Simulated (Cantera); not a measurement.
A jet of 7.09 % CH4, 14.0 % O2, 78.9 % N2, equivalence ratio 1.0 at 300 K and 0.320 bar hits a platinum plate 8.3 cm away at a mass flux of 0.04 kg/m²/s; the plate temperature is set and raised in steps from an oxygen-covered start.

Computed with Cantera and Deutschmann's 1995 Pt surface mechanism with GRI-Mech 3.0 gas chemistry. Catalytic surfaces can have several steady states; this one follows from the mechanism file's or the stated starting coverage.

One state of this run: wall x CH4 = 0.000767; wall x O2 = 0.000494; wall x H2O = 0.122; wall x OH = 1.90e-8; wall x CO = 0.0116; wall x CO2 = 0.0728; θ free Pt = 0.971; θ H* = 0.00144; θ CO* = 0.0273; θ C* = 0.000391. x: mole fraction at the wall; θ: surface coverage.

**Question.** Which value of plate T (K) does it belong to?
A. 1300
B. 1200
C. 1050
D. 1150

**Answer.** D, 1150
